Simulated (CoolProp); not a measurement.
Vapour-liquid equilibrium of dimethyl carbonate (1) + n-heptane (2) at 331.7 K; x and y are mole fractions of (1).

Values from CoolProp's multi-fluid Helmholtz-energy mixture model, Zhou 2011 and Span 2003; pair parameters Bell 2016.

Give the bubble pressure and the first vapour's composition at x = 0.2, 0.65, 0.95. Is there an azeotrope?

x = 0.2: 0.04081 MPa, y = 0.448; x = 0.65: 0.04530 MPa, y = 0.601; x = 0.95: 0.03820 MPa, y = 0.827. y crosses x between x = 0.575 and 0.65: the model has an azeotrope there.

Pair parameters are fitted to limited data, so mixtures are less certain than the pure fluids. With so large a gap from Raoult's law the liquid may split in two, which this calculation doesn't test in full.
